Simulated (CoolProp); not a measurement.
Model: reference Helmholtz-energy equation of state, Akasaka 2020, in CoolProp.

Task: For R1123, give the phase and the cp (kJ/(kg K)), isothermal compressibility (1/MPa), fugacity coefficient at 260 K and 13.4 MPa.

Result: 
- 260 K and 13.4 MPa: liquid; cp 1.32, isothermal compressibility 0.00281, fugacity coefficient 0.0704
